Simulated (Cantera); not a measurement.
A freely propagating, adiabatic, planar premixed flame of C3H8 : O2 : N2 = 1 : 3.57 : 13.2 (molar parts), equivalence ratio 1.4, unburnt at 600 K and 0.257 atm; mixture-averaged transport, grid criteria slope 0.08 and curve 0.16, no radiation.

Cantera simulation using GRI-Mech 3.0 (53 species, 325 reactions); the numbers are that mechanism's predictions, not measurements. GRI-Mech 3.0 was tuned for natural gas; its chemistry of propane as a main component is partial and can be far from experiment. Burning velocities carry a grid error of a few per cent, more on coarse grids.

### Question
Predict: laminar burning velocity; thermal thickness; peak x(C2H); peak x(CH3); peak x(H2).

### Answer
* **laminar burning velocity**: 151 cm/s
* **thermal thickness**: 0.966 mm
* **peak x(C2H)**: 1.33e-5
* **peak x(CH3)**: 0.00539
* **peak x(H2)**: 0.0561
